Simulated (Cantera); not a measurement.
Charge: 1 mol Si3N4, 1.6 mol NF3, 0.78 mol N2, 8.8 mol HF, held at 1525 K and 0.0100 bar.

Cantera equilibrium calculation (NASA polynomials, part measured and part estimated; ideal gas, pure solids and liquids). Candidate condensed phases: Si, Si3N4; 37 gas species. The tables' values for SiF3, SiF2 are old estimates; treat these amounts as uncertain. The numbers say what is thermodynamically allowed, not how fast it happens.

Q: What is the equilibrium state?

A: 
* **x(N2)**: 0.303
* **x(H2)**: 0.302
* **x(SiF4)**: 0.249
* **x(HF)**: 0.140
* **x(SiF3)**: 0.00438
* **x(SiHF3)**: 0.000315
* **x(H)**: 0.000130
* **x(SiF2)**: 4.20e-5
* **gas amount**: 11.81 mol
* **log10 activity of Si(s) (absent)**: -5.66
